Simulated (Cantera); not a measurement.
Cantera run, input and output.

```python
import numpy as np
import cantera as ct

gas = ct.Solution("gri30.yaml")
gas.TPX = 498, 120000, {'CH4': 1, 'H2': 0.039, 'O2': 1.84, 'N2': 6.9}
flame = ct.FreeFlame(gas, width=0.035)
flame.set_refine_criteria(ratio=3, slope=0.08, curve=0.16)
flame.transport_model = "mixture-averaged"
flame.solve(loglevel=0, auto=True)
z, T = flame.grid, flame.T
thick = (T[-1] - T[0]) / np.gradient(T, z).max()
show = ['CH4', 'H2', 'O2', 'H', 'HCO', 'N2O']
print(f"laminar burning velocity  {flame.velocity[0] * 100:.3f} cm/s")
print(f"burnt temperature         {T[-1]:.1f} K")
print(f"thermal thickness         {thick * 1e3:.4f} mm")
print(f"grid points               {len(z)}")
z0 = z[flame.heat_release_rate.argmax()]
print(f"{'z/mm':>9s}{'T/K':>9s}{'u/(m/s)':>9s}" + "".join(f"{s:>11s}" for s in show))
rows = []
for k in (-3, -2, -1.5, -1, -0.5, -0.25, 0, 0.25, 0.5, 1, 2, 4, 8):
    zz = z0 + k * thick
    rows.append([k * thick, np.interp(zz, z, T), np.interp(zz, z, flame.velocity),
                 *(np.interp(zz, z, flame.X[gas.species_index(s)]) for s in show)])
    print(f"{rows[-1][0] * 1e3:9.3f}{rows[-1][1]:9.1f}{rows[-1][2]:9.3f}" + "".join(f"{x:11.3e}" for x in rows[-1][3:]))
```

Result:

```
laminar burning velocity  89.422 cm/s
burnt temperature         2336.3 K
thermal thickness         0.3040 mm
grid points               154
     z/mm      T/K  u/(m/s)        CH4         H2         O2          H        HCO        N2O
   -0.912    498.1    0.895  1.022e-01  4.877e-03  1.880e-01  8.830e-14  2.833e-18  1.940e-13
   -0.608    499.6    0.899  1.018e-01  6.673e-03  1.876e-01  8.989e-12  2.437e-15  3.577e-12
   -0.456    507.8    0.917  1.010e-01  9.206e-03  1.867e-01  5.756e-10  8.716e-13  3.553e-11
   -0.304    571.7    1.039  9.639e-02  1.443e-02  1.818e-01  2.041e-07  4.701e-10  5.225e-10
   -0.152    997.9    1.843  6.838e-02  2.336e-02  1.469e-01  1.048e-04  7.599e-07  8.575e-09
   -0.076   1430.4    2.671  3.731e-02  2.786e-02  1.035e-01  7.929e-04  1.666e-05  2.378e-08
    0.000   1821.5    3.431  8.944e-03  2.832e-02  5.422e-02  3.653e-03  5.961e-05  4.840e-08
    0.076   1984.4    3.738  6.956e-04  2.337e-02  2.585e-02  7.329e-03  2.220e-05  7.187e-08
    0.152   2028.6    3.807  2.739e-05  2.040e-02  1.605e-02  8.953e-03  1.548e-06  8.416e-08
    0.304   2073.2    3.870  6.504e-08  1.970e-02  1.139e-02  8.895e-03  9.412e-08  8.513e-08
    0.608   2128.6    3.957  8.534e-12  1.901e-02  9.036e-03  7.288e-03  6.354e-08  8.223e-08
    1.216   2192.5    4.060  1.893e-15  1.737e-02  6.812e-03  5.176e-03  4.071e-08  8.063e-08
    2.432   2253.2    4.156  1.455e-15  1.550e-02  4.588e-03  3.364e-03  2.377e-08  7.807e-08
```

Detailed kinetics in Cantera: GRI-Mech 3.0 (53 species, 325 reactions). Burning velocities carry a grid error of a few per cent, more on coarse grids.
